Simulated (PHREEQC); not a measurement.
## Acid mine or pickling water: speciation

A made-up water analysis in mg/L, 25 °C, pH 2.33, pe 11.8: Na 29.4; K 29.8; Ca 81; Mg 5.62; Cl 81.3; S(6) as SO4 655; Cu(2) 3.55; F 0.38.

Na is adjusted to close the charge balance.
Valence states are taken as typed.

Model: ion-association model, phreeqc.dat, run in PHREEQC.

* **ionic strength**: 0.0199 mol/kgw
* **specific conductance**: 2920 µS/cm
* **total alkalinity**: -6.74 meq/kg

```tsv
species	molality	activity	log γ
H+	0.00526	0.00468	-0.051
SO4-2	0.00476	0.00278	-0.234
Na+	0.00379	0.00331	-0.059
Cl-	0.00230	0.00199	-0.061
Ca+2	0.00156	0.000916	-0.230
HSO4-	0.00145	0.00126	-0.060
K+	0.000748	0.000649	-0.062
CaSO4	0.000450	0.000452	0.002
Mg+2	0.000167	9.94e-5	-0.225
MgSO4	6.44e-5	6.47e-5	0.002
NaSO4-	5.26e-5	4.61e-5	-0.058
Cu+2	4.17e-5	2.49e-5	-0.225
```

No solid was allowed to form.
